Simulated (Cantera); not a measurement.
Charge: 1 mol SiH₄, 64 mol H₂, equilibrated at 1000 Pa.

Method: chemical equilibrium by Gibbs-energy minimisation in Cantera with the NASA 1993 tables (ideal gas, pure condensed phases). Candidate condensed phases: Si; 9 gas species. Gases not in the tables: Si₂H₆ and higher silanes. Equilibrium is a limit: real reactors are often held back by kinetics, nucleation or transport.

Question: Which condensed phases are stable at each of these points (T (K)): 825, 900, 975, 1050, 1125, 1200, 1275, 1350, 1425, 1500, 1575, 1650, 1725?

Answer: 
```
T (K)  condensed phases  Si condensed (%)
-----  ----------------  ----------------
825               Si(s)             100.0
900               Si(s)             100.0
975               Si(s)             100.0
1050              Si(s)             100.0
1125              Si(s)             100.0
1200              Si(s)             100.0
1275              Si(s)             100.0
1350              Si(s)             100.0
1425              Si(s)             100.0
1500              Si(s)             100.0
1575              Si(s)              99.9
1650              Si(s)              99.7
1725              Si(l)              99.1
```

From 825 K to 1650 K the condensed part is Si(s). At 1725 K the condensed part is Si(l).
